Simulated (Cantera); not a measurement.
Charge: 1 mol AlCl3, 45 mol NH3, 790 mol H2, 6.9 mol HCl, equilibrated at 1.33 mbar.

Method: chemical equilibrium by Gibbs-energy minimisation in Cantera with the NASA 1993 tables (ideal gas, pure condensed phases). Candidate condensed phases: Al, AlCl3, AlN, NH4Cl; 20 gas species. Rates play no part. All values below are at 802 °C.

Base state: H2 0.964, N2 0.0248, HCl 0.0108, AlCl3 0.000102 (mole fractions); condensed: AlN(s).

Question: What changes in the equilibrium state with this change: NH3 from 45 to 380 mol?

Answer: 
```csv
species,before,after
H2,0.964,0.872
N2,0.0248,0.122
HCl,0.0108,0.00632
AlCl3,0.000102,1.06e-5
"AlN(s), mol",0.909,0.983
```
